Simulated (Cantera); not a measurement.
A closed system holds: 1 mol Si, 0.0041 mol H₂O, 990 mol H₂, at 1027 °C and 0.780 Pa.

Equilibrium computed with Cantera from the NASA thermochemical tables; the gas is ideal and each condensed phase is pure. Candidate condensed phases: H₂O, Si, SiO₂; 18 gas species. Equilibrium is a limit: real reactors are often held back by kinetics, nucleation or transport.

Base state: H₂ 1.000, H 0.000396 (mole fractions); condensed: Si(s).

Q: What changes in the equilibrium state with this change: temperature from 1027 °C to 1475 °C?

A: 
| species | before | after |
|---|---|---|
| H₂ | 1.000 | 0.921 |
| H | 0.000396 | 0.0785 |
| Si | 5.55e-6 | 0.000962 |
| Si(s), mol | 0.990 | 0 |
